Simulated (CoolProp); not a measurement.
Vapour-liquid equilibrium of CH2F2 (R32) (1) + R236FA (2) at 266.4 K; x and y are mole fractions of (1).

Values from CoolProp's multi-fluid Helmholtz-energy mixture model, Tillner-Roth 1997 and Pan 2012; pair parameters Bell 2016.

Question: Give the bubble pressure and the first vapour's composition at x = 0.15, 0.45, 0.55. Is there an azeotrope?

Answer: x = 0.15: 162.6 kPa, y = 0.560; x = 0.45: 333.3 kPa, y = 0.848; x = 0.55: 389.5 kPa, y = 0.890. No azeotrope shows between x = 0.05 and 0.95.

Pair parameters are fitted to limited data, so mixtures are less certain than the pure fluids.
